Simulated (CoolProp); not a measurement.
Fluorine along the isobar 20 MPa: density (kg/m³) from the reference equation and from simpler models built on Tc = 144.4 K, pc = 5.240 MPa, ω = 0.045; each cubic takes its own stable root.

Values from CoolProp's reference Helmholtz-energy equation of state, de Reuck 1990.

```json
[
 {"T (K)": "67.6", "phase": "liquid", "reference": "1648"},
 {"T (K)": "93.5", "phase": "liquid", "reference": "1498"},
 {"T (K)": "119.3", "phase": "liquid", "reference": "1328"},
 {"T (K)": "145.1", "phase": "supercritical", "reference": "1131"},
 {"T (K)": "170.9", "phase": "supercritical", "reference": "889.2"},
 {"T (K)": "196.7", "phase": "supercritical", "reference": "649.8"},
 {"T (K)": "222.5", "phase": "supercritical", "reference": "498.5"},
 {"T (K)": "248.4", "phase": "supercritical", "reference": "408.9"},
 {"T (K)": "274.2", "phase": "supercritical", "reference": "351.0"},
 {"T (K)": "300", "phase": "supercritical", "reference": "310.2"}
]
```

**Question.** How far does each simpler model (Redlich-Kwong, Soave-Redlich-Kwong, Peng-Robinson) lie from the reference over these 10 states: mean and median of the absolute difference, and the worst?

**Answer.** 
- Redlich-Kwong: mean 1.6 %, median 1.5 %, worst -3.7 % at 170.9 K and 20 MPa
- Soave-Redlich-Kwong: mean 2.4 %, median 2.3 %, worst -5.1 % at 170.9 K and 20 MPa
- Peng-Robinson: mean 6.4 %, median 3.2 %, worst +13.5 % at 93.5 K and 20 MPa
